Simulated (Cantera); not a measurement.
An isothermal plug-flow reactor at 600 K and 2.20 bar (inlet), inlet velocity 1.1 m/s, active area per volume 310 1/m; feed 0.198 % H₂, 0.939 % O₂, 98.9 % N₂, equivalence ratio 0.11.

Cantera simulation using Deutschmann's 1995 Pt surface mechanism with GRI-Mech 3.0 gas chemistry; the numbers are that mechanism's predictions, not measurements. Catalytic surfaces can have several steady states; this one follows from the mechanism file's or the stated starting coverage. Mass transfer to the wall is taken as infinitely fast.

Problem. Predict: x(H₂) at z = 0.011 m; x(O₂) at z = 0.011 m; x(H₂O) at z = 0.011 m; θ(free Pt) at the exit; θ(O*) at the exit; θ(OH*) at the exit.

Solution. 
* **x(H₂) at z = 0.011 m**: 5.46e-5
* **x(O₂) at z = 0.011 m**: 0.00844
* **x(H₂O) at z = 0.011 m**: 0.00192
* **θ(free Pt) at the exit**: 0.0109
* **θ(O*) at the exit**: 0.986
* **θ(OH*) at the exit**: 0.00292
